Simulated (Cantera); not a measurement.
Feed: 1 mol CH₃F, 0.01 mol Si, 5.9 mol H₂, equilibrated at 2998.15 K and 0.00170 bar.

Method: chemical equilibrium by Gibbs-energy minimisation in Cantera with the NASA 1993 tables (ideal gas, pure condensed phases). Candidate condensed phases: C, C₆H₆, C₇H₈, C₈H₁₈, Si, SiC; 113 gas species. The tables' values for SiF are old estimates; treat these amounts as uncertain. The numbers say what is thermodynamically allowed, not how fast it happens.

Base state: H 0.848, HF 0.0615, H₂ 0.0496, C₃ 0.0145, C 0.0127, F 0.00649, C₂ 0.00341, C₂H 0.00168 (mole fractions); condensed: gas only.

### Question
What changes in the equilibrium state with this change: CH₃F replaced by CH₃Cl?

### Answer
```csv
species,before,after
H,0.848,0.853
Cl,0,0.0598
H₂,0.0496,0.0501
HF,0.0615,0
F,0.00649,0
C₃,0.0145,0.0137
C,0.0127,0.0124
Si,0.000554,0.000562
HCl,0,0.00516
CF,0.000323,0
SiF,3.47e-5,0
```

### Question
What changes in the equilibrium state with this change: pressure from 0.00170 bar to 0.0100 bar?

### Answer
```
species              before     after
-----------------  --------  --------
H                     0.848     0.692
H₂                   0.0496     0.194
HF                   0.0615    0.0777
C                    0.0127   0.00394
C₃                   0.0145    0.0151
Si                 0.000554  0.000479
C₄H₂                2.76e-6  0.000121
C₂H₂ (acetylene)   0.000573   0.00751
C₂H₂ (vinylidene)   1.80e-6   2.36e-5
CH₂                 1.52e-6   1.09e-5
```
The tables' values for SiF, SiF₂ are old estimates; treat these amounts as uncertain.

### Question
What changes in the equilibrium state with this change: temperature from 2998.15 K to 623.15 K?

### Answer
| species | before | after |
|---|---|---|
| H₂ | 0.0496 | 0.813 |
| HF | 0.0615 | 0.129 |
| CH₄ | <1e-9 | 0.0570 |
| H | 0.848 | <1e-9 |
| C₃ | 0.0145 | <1e-9 |
| C | 0.0127 | <1e-9 |
| SiF₄ | <1e-9 | 0.00134 |
| F | 0.00649 | <1e-9 |
| C₂ | 0.00341 | <1e-9 |
| C₂H | 0.00168 | <1e-9 |
| C₂H₂ (acetylene) | 0.000573 | <1e-9 |
| C(graphite), mol | 0 | 0.574 |
